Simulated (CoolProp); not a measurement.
A single-stage vapour-compression cycle with carbon dioxide: evaporating at 262.15 K (dew point), condensing at 293.15 K (bubble point), superheat 2 K, subcooling 2 K, compressor efficiency 0.9, no pressure losses. Each further row changes one setting.

The numbers come from the reference Helmholtz-energy equation of state, Span 1996 in CoolProp.

| case | cooling COP | pressure ratio | discharge temperature (K) | refrigerating effect (kJ/kg) | volumetric capacity (kJ/m³) |
|---|---|---|---|---|---|
| as stated | 5.16 | 2.23 | 325.2 | 190 | 12900 |
| evaporating temperature 267.15 K | 6.41 | 1.93 | 319.4 | (withheld) | (withheld) |
| condensing temperature 288.15 K | 6.61 | 1.98 | (withheld) | 205 | 13900 |
| subcooling 7 K | (withheld) | 2.23 | 325.2 | 207 | (withheld) |
| superheat 12 K | (withheld) | 2.23 | 337.1 | 204 | 12700 |
| compressor efficiency 0.8 | (withheld) | 2.23 | 328.4 | 190 | 12900 |

### Question
What belongs in the gaps?

### Answer

- evaporating temperature 267.15 K, refrigerating effect (kJ/kg): 189
- evaporating temperature 267.15 K, volumetric capacity (kJ/m³): 14900
- condensing temperature 288.15 K, discharge temperature (K): 315.5
- subcooling 7 K, cooling COP: 5.60
- subcooling 7 K, volumetric capacity (kJ/m³): 14000
- superheat 12 K, cooling COP: 5.07
- compressor efficiency 0.8, cooling COP: 4.59
